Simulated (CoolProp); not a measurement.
Model: reference Helmholtz-energy equation of state, Akasaka 2024, in CoolProp.

Task: For R1132(E), give the phase and the Z, fugacity coefficient at 400 K and 2.17 MPa; 400 K and 5.06 MPa.

Result: 
- 400 K and 2.17 MPa: gas; Z 0.905, fugacity coefficient 0.912
- 400 K and 5.06 MPa: gas; Z 0.763, fugacity coefficient 0.800
